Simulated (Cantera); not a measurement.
Thermodynamics of calcination and drying, feed MgSO4 + CO2 + H2

A closed system holds: 1 mol MgSO4, 9.1 mol CO2, 0.33 mol H2, held at 325 °C.

Cantera equilibrium calculation (NASA polynomials, part measured and part estimated; ideal gas, pure solids and liquids). Candidate condensed phases: C, C6H6, C7H8, C8H18, H2O, H2SO4, Mg, MgCO3, MgO, Mg(OH)2, MgS, MgSO4, S; 130 gas species. Gases not in the tables: S3 to S7. Kinetics and transport are ignored.

```json
[
 {"P (Pa)": "10", "x CO2": "0.932", "x H2O": "0.0338", "x SO2": "0.0338", "x H2S": "1.41e-8", "x S2": "1.82e-9", "x S8": "<1e-12", "x COS": "5.21e-10", "n MgO(s)": "0.330", "n MgSO4(s)": "0.670", "n MgCO3(s)": "0"},
 {"P (Pa)": "68", "x CO2": "0.933", "x H2O": "0.0338", "x SO2": "0.0335", "x H2S": "2.92e-5", "x S2": "2.52e-5", "x S8": "<1e-12", "x COS": "1.08e-6", "n MgO(s)": "0.328", "n MgSO4(s)": "0.672", "n MgCO3(s)": "0"},
 {"P (Pa)": "460", "x CO2": "0.949", "x H2O": "0.0325", "x SO2": "0.0142", "x H2S": "0.00188", "x S2": "0.00205", "x S8": "2.49e-7", "x COS": "7.36e-5", "n MgO(s)": "0.194", "n MgSO4(s)": "0.806", "n MgCO3(s)": "0"},
 {"P (Pa)": "3200", "x CO2": "0.961", "x H2O": "0.0296", "x SO2": "0.00270", "x H2S": "0.00525", "x S2": "0.00158", "x S8": "2.95e-5", "x COS": "0.000228", "n MgO(s)": "0.110", "n MgSO4(s)": "0.890", "n MgCO3(s)": "0"},
 {"P (Pa)": "22000", "x CO2": "0.963", "x H2O": "0.0288", "x SO2": "0.000924", "x H2S": "0.00652", "x S2": "0.000562", "x S8": "0.000155", "x COS": "0.000292", "n MgO(s)": "0", "n MgSO4(s)": "0.905", "n MgCO3(s)": "0.0945"},
 {"P (Pa)": "150000", "x CO2": "0.963", "x H2O": "0.0296", "x SO2": "0.000550", "x H2S": "0.00572", "x S2": "0.000170", "x S8": "0.000410", "x COS": "0.000250", "n MgO(s)": "0", "n MgSO4(s)": "0.905", "n MgCO3(s)": "0.0948"},
 {"P (Pa)": "1000000", "x CO2": "0.963", "x H2O": "0.0307", "x SO2": "0.000322", "x H2S": "0.00465", "x S2": "4.58e-5", "x S8": "0.000639", "x COS": "0.000196", "n MgO(s)": "0", "n MgSO4(s)": "0.903", "n MgCO3(s)": "0.0969"}
]
```
x: gas mole fraction; n: condensed amount in mol.

From 0.000100 bar to 0.0320 bar the condensed part is MgO(s) + MgSO4(s). From 0.220 bar to 10.0 bar the condensed part is MgCO3(s) + MgSO4(s).
